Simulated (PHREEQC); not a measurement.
1 kg of water holding 0.16 mol/kgw NaOH, 0.06 mol/kgw NaCl and 0.0036 mol/kgw Na2CO3 is evaporated at 25 °C; the solids stay in contact with the brine. CO2 from the air is kept out. Only these solids could form: Halite, Nahcolite, Natron, Trona.

Equilibrium calculation in PHREEQC: Pitzer model, pitzer.dat.

```json
[
 {"water left (kg)": "1", "ionic strength": "0.231", "water activity": "0.993", "Halite (mol)": "0", "C in solution (mol/kgw)": "0.00360"},
 {"water left (kg)": "0.8219", "ionic strength": "[?]", "water activity": "0.991", "Halite (mol)": "0", "C in solution (mol/kgw)": "0.00438"},
 {"water left (kg)": "0.6755", "ionic strength": "0.342", "water activity": "0.989", "Halite (mol)": "0", "C in solution (mol/kgw)": "0.00533"},
 {"water left (kg)": "0.5552", "ionic strength": "0.416", "water activity": "0.987", "Halite (mol)": "0", "C in solution (mol/kgw)": "0.00648"},
 {"water left (kg)": "0.4563", "ionic strength": "0.506", "water activity": "0.984", "Halite (mol)": "0", "C in solution (mol/kgw)": "0.00789"},
 {"water left (kg)": "0.375", "ionic strength": "0.615", "water activity": "0.980", "Halite (mol)": "0", "C in solution (mol/kgw)": "0.00960"},
 {"water left (kg)": "0.3082", "ionic strength": "0.749", "water activity": "0.976", "Halite (mol)": "0", "C in solution (mol/kgw)": "0.0117"},
 {"water left (kg)": "0.2533", "ionic strength": "[?]", "water activity": "0.971", "Halite (mol)": "0", "C in solution (mol/kgw)": "0.0142"},
 {"water left (kg)": "0.2082", "ionic strength": "1.11", "water activity": "0.964", "Halite (mol)": "0", "C in solution (mol/kgw)": "0.0173"},
 {"water left (kg)": "0.1711", "ionic strength": "1.35", "water activity": "0.956", "Halite (mol)": "0", "C in solution (mol/kgw)": "0.0210"},
 {"water left (kg)": "0.1407", "ionic strength": "[?]", "water activity": "0.946", "Halite (mol)": "0", "C in solution (mol/kgw)": "0.0256"},
 {"water left (kg)": "0.1156", "ionic strength": "[?]", "water activity": "[?]", "Halite (mol)": "0", "C in solution (mol/kgw)": "0.0311"},
 {"water left (kg)": "0.09502", "ionic strength": "2.43", "water activity": "0.918", "Halite (mol)": "0", "C in solution (mol/kgw)": "0.0379"},
 {"water left (kg)": "0.07809", "ionic strength": "2.96", "water activity": "0.898", "Halite (mol)": "0", "C in solution (mol/kgw)": "0.0461"},
 {"water left (kg)": "0.06418", "ionic strength": "3.60", "water activity": "0.873", "Halite (mol)": "0", "C in solution (mol/kgw)": "0.0561"},
 {"water left (kg)": "0.05275", "ionic strength": "4.37", "water activity": "0.839", "Halite (mol)": "0", "C in solution (mol/kgw)": "0.0682"},
 {"water left (kg)": "0.04335", "ionic strength": "[?]", "water activity": "0.796", "Halite (mol)": "0", "C in solution (mol/kgw)": "0.0830"},
 {"water left (kg)": "0.03564", "ionic strength": "6.48", "water activity": "[?]", "Halite (mol)": "0", "C in solution (mol/kgw)": "0.101"},
 {"water left (kg)": "0.0293", "ionic strength": "7.88", "water activity": "0.668", "Halite (mol)": "0", "C in solution (mol/kgw)": "0.123"},
 {"water left (kg)": "0.02407", "ionic strength": "[?]", "water activity": "0.575", "Halite (mol)": "0", "C in solution (mol/kgw)": "0.150"},
 {"water left (kg)": "0.01979", "ionic strength": "10.7", "water activity": "0.502", "Halite (mol)": "0.0185", "C in solution (mol/kgw)": "0.182"},
 {"water left (kg)": "0.01627", "ionic strength": "11.9", "water activity": "0.418", "Halite (mol)": "0.0365", "C in solution (mol/kgw)": "0.221"},
 {"water left (kg)": "0.01337", "ionic strength": "13.6", "water activity": "0.312", "Halite (mol)": "0.0488", "C in solution (mol/kgw)": "0.269"},
 {"water left (kg)": "0.01099", "ionic strength": "15.9", "water activity": "0.193", "Halite (mol)": "0.0559", "C in solution (mol/kgw)": "0.327"}
]
```

Problem. Fill in the missing entries.

Solution. 
- 0.8219, ionic strength: 0.281
- 0.2533, ionic strength: 0.911
- 0.1407, ionic strength: 1.64
- 0.1156, ionic strength: 2.00
- 0.1156, water activity: 0.934
- 0.04335, ionic strength: 5.32
- 0.03564, water activity: 0.740
- 0.02407, ionic strength: 9.59

Species that the database lacks are ignored.
